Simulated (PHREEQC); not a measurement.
Make-up at 20 °C: 0.62 mol HF, 0.21 mol KOH and 0.022 mol NaCl per kg of water. Closed to the air; pH follows from the charge balance.

Model: ion-association model, wateq4f.dat, run in PHREEQC.

Precipitation was switched off in this run.

Task: Predict the pH, ionic strength, activity of water.

Result: pH 2.87; ionic strength 0.233 mol/kgw; activity of water 0.988.

Task: In which forms is Na present?

Result: Na+ 96 %, NaF 3.5 % of the Na.

Species that the database lacks are ignored. wateq4f.dat counts part of the HF as a dimer, H2F2, which phreeqc.dat doesn't know; its constant is uncertain.
